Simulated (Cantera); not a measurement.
Feed: 1 mol CO2, 0.073 mol O2, 0.42 mol H2, 0.045 mol H2O, equilibrated at 2575 K and 10.0 Pa.

Equilibrium computed with Cantera from the NASA thermochemical tables; the gas is ideal and each condensed phase is pure. The numbers say what is thermodynamically allowed, not how fast it happens.

```json
[
 {"species": "CO2", "before": "0.00964", "after": "0.523"},
 {"species": "H2O", "before": "0.00128", "after": "0.288"},
 {"species": "CO", "before": "0.329", "after": "0.159"},
 {"species": "O", "before": "0.330", "after": "1.69e-5"},
 {"species": "O2", "before": "0.0252", "after": "7.86e-5"},
 {"species": "H", "before": "0.286", "after": "0.00116"},
 {"species": "OH", "before": "0.0121", "after": "0.000497"},
 {"species": "H2", "before": "0.00684", "after": "0.0281"}
]
```
Gas species are given as mole fractions.

### Question
Name the change that produced these shifts.
(A) pressure from 10.0 Pa to 4.20 mbar
(B) temperature from 2575 K to 873 K
(C) temperature from 2575 K to 1623 K
(D) pressure from 10.0 Pa to 7.90 mbar

### Answer
C, temperature from 2575 K to 1623 K
